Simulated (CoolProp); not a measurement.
CH2F2 (R32) at 298.15 K and 1.39 MPa is throttled through a valve to 0.875 MPa with no heat exchange. Each further row changes one setting.

The numbers come from the reference Helmholtz-energy equation of state, Tillner-Roth 1997 in CoolProp.

```
case                       temperature change (K)  final density (kg/m³)
-------------------------  ----------------------  ---------------------
as stated                                     ___                   22.4
outlet pressure 0.263 MPa                   -33.4                    ___
outlet pressure 1.14 MPa                     -6.2                    ___
```

Q: Some entries are withheld; supply them.

A: 
- as stated, temperature change (K): -13.4
- outlet pressure 0.263 MPa, final density (kg/m³): 6.56
- outlet pressure 1.14 MPa, final density (kg/m³): 29.5
